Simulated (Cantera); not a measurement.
An adiabatic, constant-pressure homogeneous reactor starts with CH4 : O2 : N2 = 1 : 0.833 : 3.13 (molar parts), equivalence ratio 2.4, at 1050 K and 1.00 atm. Integrator tolerance rtol = 1e-08.

Model: GRI-Mech 3.0 (53 species, 325 reactions), integrated in Cantera.

**Question.** What does this change do: CH4 1 to 0.33 parts?

**Answer.** 
```tsv
quantity	before	after
time of steepest temperature rise	0.762 s	0.411 s
temperature at 2.00 s	1922 K	2446 K
equilibrium temperature	1922 K	2446 K
x(CH4) at 2.00 s	1.57e-9 (gas-phase equilibrium 1.69e-9)	<1e-12 (gas-phase equilibrium <1e-12)
x(O2) at 2.00 s	4.03e-9 (gas-phase equilibrium 4.04e-9)	0.0387 (gas-phase equilibrium 0.0387)
x(C2H) at 2.00 s	<1e-12 (gas-phase equilibrium <1e-12)	<1e-12 (gas-phase equilibrium <1e-12)
x(NO) at 2.00 s	6.01e-6 (gas-phase equilibrium 6.86e-7)	0.00857 (gas-phase equilibrium 0.00857)
x(HCO) at 2.00 s	2.90e-8 (gas-phase equilibrium 2.90e-8)	1.65e-9 (gas-phase equilibrium 1.65e-9)
x(H2) at 2.00 s	0.232 (gas-phase equilibrium 0.232)	0.00331 (gas-phase equilibrium 0.00331)
x(H2O) at 2.00 s	0.0944 (gas-phase equilibrium 0.0944)	0.143 (gas-phase equilibrium 0.143)
```

**Question.** What does this change do: 0.11 parts CO2 added?

**Answer.** 
| quantity | before | after |
|---|---|---|
| time of steepest temperature rise | 0.762 s | 0.788 s |
| temperature at 2.00 s | 1922 K | 1889 K |
| equilibrium temperature | 1922 K | 1889 K |
| x(CH4) at 2.00 s | 1.57e-9 (gas-phase equilibrium 1.69e-9) | 1.54e-9 (gas-phase equilibrium 1.63e-9) |
| x(O2) at 2.00 s | 4.03e-9 (gas-phase equilibrium 4.04e-9) | 3.42e-9 (gas-phase equilibrium 3.42e-9) |
| x(C2H) at 2.00 s | <1e-12 (gas-phase equilibrium <1e-12) | <1e-12 (gas-phase equilibrium <1e-12) |
| x(NO) at 2.00 s | 6.01e-6 (gas-phase equilibrium 6.86e-7) | 5.38e-6 (gas-phase equilibrium 5.67e-7) |
| x(HCO) at 2.00 s | 2.90e-8 (gas-phase equilibrium 2.90e-8) | 2.54e-8 (gas-phase equilibrium 2.54e-8) |
| x(H2) at 2.00 s | 0.232 (gas-phase equilibrium 0.232) | 0.215 (gas-phase equilibrium 0.215) |
| x(H2O) at 2.00 s | 0.0944 (gas-phase equilibrium 0.0944) | 0.106 (gas-phase equilibrium 0.106) |
